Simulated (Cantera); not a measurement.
Mixture: 21.5 % CO, 12.0 % H2, 14.0 % O2, 52.5 % N2, equivalence ratio 1.2, at 1.40 bar, adiabatic and at constant volume. Ignition delay is the time to a rise of 400 K.

Detailed kinetics in Cantera: GRI-Mech 3.0 (53 species, 325 reactions). Where the delays flatten at high temperature, the 400 K rule measures the pace of heat release, not the induction time.

Problem. Predict: delay at 1175 K; delay at 1375 K; delay at 1575 K; delay at 1775 K; delay at 1975 K.

Solution. 
```
Quantity           Value
---------------  -------
delay at 1175 K  49.8 µs
delay at 1375 K  21.4 µs
delay at 1575 K  14.3 µs
delay at 1775 K  12.8 µs
delay at 1975 K  14.1 µs
```
